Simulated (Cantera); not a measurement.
Input (Python, Cantera):

```python
import numpy as np
import cantera as ct

gas = ct.Solution("gri30.yaml")
gas.TPX = 1073, 13332, {'N2O': 1, 'H2O': 0.017}
reactor = ct.IdealGasConstPressureReactor(gas, energy="off", clone=False)
net = ct.ReactorNet([reactor])
net.rtol, net.atol = 1e-08, 1e-18
show = ['N2O', 'H2O', 'N2', 'H', 'HO2']
times = np.geomspace(0.0001, 200, 15)

steps = ct.SolutionArray(gas, extra=["t"])
rows = []
print(f"{'t/s':>10s}{'T/K':>9s}{'P/Pa':>11s}" + "".join(f"{s:>11s}" for s in show))
for t in times:
    while net.time < t:
        t_next = net.step()
        steps.append(gas.state, t=t_next)
    rows.append([np.interp(t, steps.t, y) for y in (steps.T, steps.P, *steps(*show).X.T)])
    print(f"{t:10.3e}{rows[-1][0]:9.1f}{rows[-1][1]:11.4g}" + "".join(f"{x:11.3e}" for x in rows[-1][2:]))
rate = np.gradient(steps.T, steps.t)
print("integrator steps:", len(steps.t))
if steps.T.max() > steps.T[0] + 200:
    print(f"time of steepest temperature rise: {steps.t[rate.argmax()]:.4e} s")
gas.TPX = 1073, 13332, {'N2O': 1, 'H2O': 0.017}
gas.equilibrate("TP")
print(f"equilibrium (TP): T = {gas.T:.1f} K  " + "  ".join(f"{s} {gas[s].X[0]:.3e}" for s in show))
```

Output:

```
       t/s      T/K       P/Pa        N2O        H2O         N2          H        HO2
 1.000e-04   1073.0  1.333e+04  9.833e-01  1.672e-02  4.172e-07  7.596e-14  1.596e-11
 2.819e-04   1073.0  1.333e+04  9.833e-01  1.672e-02  1.398e-06  5.502e-13  2.293e-10
 7.946e-04   1073.0  1.333e+04  9.833e-01  1.672e-02  4.288e-06  1.967e-12  2.401e-09
 2.240e-03   1073.0  1.333e+04  9.833e-01  1.672e-02  1.246e-05  5.647e-12  1.984e-08
 6.314e-03   1073.0  1.333e+04  9.832e-01  1.672e-02  3.555e-05  1.425e-11  1.320e-07
 1.780e-02   1073.0  1.333e+04  9.831e-01  1.671e-02  1.009e-04  3.101e-11  5.811e-07
 5.017e-02   1073.0  1.333e+04  9.828e-01  1.671e-02  2.861e-04  5.582e-11  1.108e-06
 1.414e-01   1073.0  1.333e+04  9.820e-01  1.671e-02  8.123e-04  6.591e-11  8.810e-07
 3.986e-01   1073.0  1.333e+04  9.798e-01  1.670e-02  2.299e-03  7.005e-11  6.020e-07
 1.124e+00   1073.0  1.333e+04  9.734e-01  1.666e-02  6.456e-03  6.923e-11  3.952e-07
 3.168e+00   1073.0  1.333e+04  9.560e-01  1.656e-02  1.788e-02  6.689e-11  2.213e-07
 8.929e+00   1073.0  1.333e+04  9.092e-01  1.630e-02  4.845e-02  6.787e-11  1.019e-07
 2.517e+01   1073.0  1.333e+04  7.932e-01  1.565e-02  1.243e-01  7.209e-11  3.958e-08
 7.095e+01   1073.0  1.333e+04  5.562e-01  1.432e-02  2.792e-01  8.119e-11  1.304e-08
 2.000e+02   1073.0  1.333e+04  2.366e-01  1.253e-02  4.882e-01  8.875e-11  3.675e-09
integrator steps: 1446
equilibrium (TP): T = 1073.0 K  N2O 1.953e-09  H2O 1.121e-02  N2 6.592e-01  H 2.311e-13  HO2 7.842e-10
```

Model: GRI-Mech 3.0 (53 species, 325 reactions), integrated in Cantera. GRI-Mech 3.0 was tuned for natural gas; its chemistry of N2O as a main component is partial and can be far from experiment. The mechanism lacks the step 2 NO + O2 → 2 NO2, which can matter for NO2 below about 1400 K. The temperature is held fixed by assumption; the heat of reaction is taken as removed at once.
